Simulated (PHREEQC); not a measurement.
Copper plating or etch bath: an equilibrium model

Solution (20 °C): 0.0012 mol Cu(BF4)2, 0.18 mol HNO3 and 0.047 mol H3BO3 per kg of water. Closed to the air; pH follows from the charge balance.

The numbers come from PHREEQC with the ion-association model, phreeqc.dat.

Each row changes one thing in this solution. No solid was allowed to form.

| case | pH | H2BO3- (mol/kgw) |
|---|---|---|
| as made | 0.84 | 2.40e-10 |
| diluted 100-fold with water | 2.76 | 1.57e-10 |
| H3BO3 from 0.047 to 0.0423 mol/kgw | 0.84 | … |
| temperature from 20 to 55 °C | 0.85 | 4.55e-10 |
| Cu(BF4)2 left out | 0.84 | 2.36e-10 |
| HNO3 from 0.18 to 0.198 mol/kgw | … | 2.22e-10 |
| 0.025 mol/kgw Na2CO3 added | 0.98 | 3.33e-10 |
| diluted 5-fold with water | … | 1.98e-10 |

Q: Some entries are withheld; supply them.

A: 
- H3BO3 from 0.047 to 0.0423 mol/kgw, H2BO3- (mol/kgw): 2.17e-10
- HNO3 from 0.18 to 0.198 mol/kgw, pH: 0.80
- diluted 5-fold with water, pH: 1.51

At this temperature some constants are extrapolated from 25 °C, and those without enthalpy data are left unchanged. Real BF4- forms and hydrolyses slowly; the run takes it at equilibrium.
